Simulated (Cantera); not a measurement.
# Gas activation for diamond growth

An isothermal, constant-pressure homogeneous reactor starts with 3.29 % CH4, 96.7 % H2, 0.0116 % N2, at 2275 K and 173 Torr.

Detailed kinetics in Cantera: GRI-Mech 3.0 (53 species, 325 reactions). GRI-Mech 3.0 stops at C3 and has no aromatics, soot or wall deposition, so with more carbon than oxygen in the feed, carbon stays in small species such as C2H2 where larger ones or solid carbon would form.

```tsv
t (s)	x CH4	x H2	x CH2	x C2H	x H	x HCN
8.00e-6	0.0324	0.966	4.20e-7	1.02e-12	0.000727	<1e-12
2.13e-5	0.0316	0.965	3.04e-6	1.81e-10	0.00194	<1e-12
5.66e-5	0.0294	0.962	1.71e-5	2.42e-8	0.00495	2.37e-11
0.000150	0.0234	0.960	4.97e-5	8.83e-7	0.0100	6.00e-10
0.000400	0.0128	0.963	4.83e-5	4.49e-6	0.0129	4.09e-9
0.00106	0.00461	0.966	2.60e-5	8.24e-6	0.0146	1.19e-8
0.00283	0.00136	0.967	1.02e-5	1.06e-5	0.0162	2.38e-8
0.00752	0.000414	0.967	3.60e-6	1.16e-5	0.0172	3.73e-8
0.0200	0.000157	0.967	1.44e-6	1.20e-5	0.0175	5.12e-8
0.0532	0.000102	0.967	9.40e-7	1.20e-5	0.0175	7.02e-8
0.141	9.91e-5	0.967	9.12e-7	1.20e-5	0.0175	1.13e-7
0.376	9.91e-5	0.967	9.12e-7	1.20e-5	0.0175	2.27e-7
1.00	9.91e-5	0.967	9.12e-7	1.20e-5	0.0175	5.31e-7
```
x: mole fraction; the columns are a selection and need not sum to one.

Equilibrium at this temperature and pressure: CH4 9.91e-5, H2 0.967, CH2 9.12e-7, C2H 1.19e-5, H 0.0175, HCN 0.000213 (gas phase only).
